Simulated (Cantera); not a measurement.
# Transport properties of process gases

Gas mixture: H2O = 0.5 (molar parts), at 1.00 bar, frozen composition.

Cantera's kinetic-theory transport with the Lennard-Jones parameters of GRI-Mech 3.0, ideal gas; thermal conductivity in the mixture-averaged form. Polar gases are described roughly by these parameters.

```
T (K)  ρ (kg/m³)  cp (J/kg/K)  μ (µPa s)  λ (mW/m/K)     Pr  D (cm²/s) CH4  D (cm²/s) H2O  D (cm²/s) CO2
-----  ---------  -----------  ---------  ----------  -----  -------------  -------------  -------------
400        0.542         1902       14.0        37.0  0.718          0.404          0.000          0.290
600        0.361         2016       21.5        60.4  0.718          0.873          0.000          0.641
800        0.271         2150       29.0        87.3  0.714           1.48          0.000           1.10
1000       0.217         2292       36.2         117  0.712           2.20          0.000           1.66
1200       0.181         2436       43.3         148  0.714           3.03          0.000           2.29
1400       0.155         2565       50.0         179  0.716           3.95          0.000           3.01
1600       0.135         2681       56.4         211  0.718           4.97          0.000           3.80
1800       0.120         2784       62.6         242  0.719           6.07          0.000           4.65
```
D: mixture-averaged diffusion coefficient of that species in the mixture.
